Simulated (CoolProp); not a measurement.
The numbers come from the reference Helmholtz-energy equation of state, Zhou 2011 in CoolProp.

For dimethyl carbonate, give the phase and the cv (kJ/(kg K)), speed of sound (m/s), Joule-Thomson coefficient (K/MPa) at 600 K and 0.108 MPa; 600 K and 1.08 MPa; 600 K and 5.02 MPa.


- 600 K and 0.108 MPa: gas; cv 1.77, speed of sound 240, Joule-Thomson coefficient 5.47
- 600 K and 1.08 MPa: gas; cv 1.78, speed of sound 228, Joule-Thomson coefficient 5.90
- 600 K and 5.02 MPa: supercritical; cv 1.84, speed of sound 170, Joule-Thomson coefficient 8.89
